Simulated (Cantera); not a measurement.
Cantera with NASA thermochemical tables; ideal gases at 1 bar, condensed phases pure. Values are per mole of reaction as written; species without (g) are pure solids or liquids, kept so even where they would boil at 1 bar.

Task: Between 300 and 2125 K, where is each reaction favourable under standard conditions?
- 2 OH(g) ⇌ H₂O₂(g)
- 2 O(g) ⇌ O₂(g)
- 6 H(g) + O₃(g) ⇌ 3 H₂O(g)

Result: 
- 2 OH(g) ⇌ H₂O₂(g): ΔG° is -175 kJ at 300 K and 82 kJ at 2125 K; it changes sign between 300 and 1625 K. ΔH° is -215 kJ and ΔS° -140 J/K at 2125 K.
- 2 O(g) ⇌ O₂(g): ΔG° is -463 kJ at 300 K and -226 kJ at 2125 K; it stays negative (K > 1). ΔH° is -511 kJ and ΔS° -134 J/K at 2125 K.
- 6 H(g) + O₃(g) ⇌ 3 H₂O(g): ΔG° is -2067 kJ at 300 K and -1266 kJ at 2125 K; it stays negative (K > 1). ΔH° is -2268 kJ and ΔS° -472 J/K at 2125 K.
